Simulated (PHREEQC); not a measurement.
Make-up at 20 °C: 0.011 mol/kgw HF and 0.00021 mol/kgw (CH3)4NF. Closed to the air; pH follows from the charge balance.

Model: ion-association model, phreeqc.dat, run in PHREEQC.

| quantity | before | after |
|---|---|---|
| pH | 2.62 | 2.79 |
| ionic strength (mol/kgw) | 0.00276 | 0.00180 |
| HF (mol/kgw) | 0.00837 | 0.00378 |
| F- (mol/kgw) | 0.00268 | 0.00178 |
| HF2- (mol/kgw) | 8.24e-5 | 2.47e-5 |

What was changed between the two runs?
(A) diluted 2-fold with water
(B) diluted 5-fold with water
(C) 0.0024 mol/kgw H2SiF6 added
(D) HF left out

A, diluted 2-fold with water

Precipitation was switched off in this run. (CH3)4N+ isn't in the database: it is added as a free cation with an ion size of 4 Å.
